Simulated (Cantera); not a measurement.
Charge: 1 mol PbO, 1700 mol H₂, 88 mol N₂, at 850 K and 27.0 mbar.

Equilibrium computed with Cantera from the NASA thermochemical tables; the gas is ideal and each condensed phase is pure. Candidate condensed phases: H₂O, Pb, PbO, PbO₂, Pb₃O₄; 27 gas species. Rates play no part.

Base state: H₂ 0.950, N₂ 0.0492, H₂O 0.000559, Pb 1.18e-5, NH₃ 1.03e-5 (mole fractions); condensed: Pb(l).

Task: What changes in the equilibrium state with this change: temperature from 850 K to 1250 K?

Result: 
```tsv
species	before	after
H₂	0.950	0.950
N₂	0.0492	0.0492
H₂O	0.000559	0.000559
Pb	1.18e-5	0.000559
NH₃	1.03e-5	8.46e-7
Pb(l), mol	0.979	0
```
